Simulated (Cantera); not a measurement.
What does this Cantera script print?

```python
import numpy as np
import cantera as ct

gas = ct.Solution("SiF4_NH3_mec.yaml", "gas")
gas.TPX = 1598, 100000, {'NH3': 1, 'N2': 9.4}
inlet = ct.Reservoir(gas, clone=True)

reactor = ct.IdealGasConstPressureReactor(gas, energy="off", clone=False)
exhaust = ct.Reservoir(gas, clone=True)
tau = [16, 5.3, 1.7, 0.56, 0.18, 0.06, 0.019, 0.0063, 0.002, 0.00067][0]
for a, b in ((inlet, reactor), (reactor, exhaust)):
    ct.MassFlowController(a, b, mdot=lambda t: reactor.mass / tau)
net = ct.ReactorNet([reactor])
show = ['NH3', 'H', 'H2', 'N2H4', 'N2H2']

rows = []
print(f"{'tau/s':>10s}{'T/K':>9s}" + "".join(f"{s:>11s}" for s in show))
for tau in [16, 5.3, 1.7, 0.56, 0.18, 0.06, 0.019, 0.0063, 0.002, 0.00067]:
    net.initial_time = 0.0
    net.advance(30 * tau)
    before = gas.X
    net.advance(40 * tau)
    drift = np.max(np.abs(gas.X - before) / (gas.X + 1e-9))
    rows.append([gas.T, *gas[show].X, drift])
    print(f"{tau:10.3e}{gas.T:9.1f}" + "".join(f"{x:11.3e}" for x in gas[show].X))
```

Result:

```
     tau/s      T/K        NH3          H         H2       N2H4       N2H2
 1.600e+01   1598.0  4.194e-02  1.027e-05  7.416e-02  5.487e-09  1.334e-08
 5.300e+00   1598.0  6.045e-02  6.706e-06  4.883e-02  1.119e-08  2.704e-08
 1.700e+00   1598.0  7.774e-02  3.492e-06  2.517e-02  1.881e-08  4.437e-08
 5.600e-01   1598.0  8.843e-02  1.521e-06  1.055e-02  2.594e-08  5.755e-08
 1.800e-01   1598.0  9.342e-02  5.729e-07  3.710e-03  3.183e-08  6.379e-08
 6.000e-02   1598.0  9.523e-02  2.076e-07  1.236e-03  3.469e-08  6.363e-08
 1.900e-02   1598.0  9.587e-02  6.917e-08  3.564e-04  3.228e-08  5.619e-08
 6.300e-03   1598.0  9.607e-02  2.361e-08  8.794e-05  2.199e-08  3.710e-08
 2.000e-03   1598.0  9.613e-02  8.132e-09  1.397e-05  6.445e-09  1.028e-08
 6.700e-04   1598.0  9.615e-02  5.212e-09  3.000e-06  8.617e-10  1.247e-09
```

Cantera simulation using the gas-phase N/H chemistry of the illustrative SiF4/NH3 mechanism in the Surface Chemkin manual (1991); the numbers are that mechanism's predictions, not measurements. Walls and surfaces, which speed up NH3 decomposition in real reactors, are not modelled.
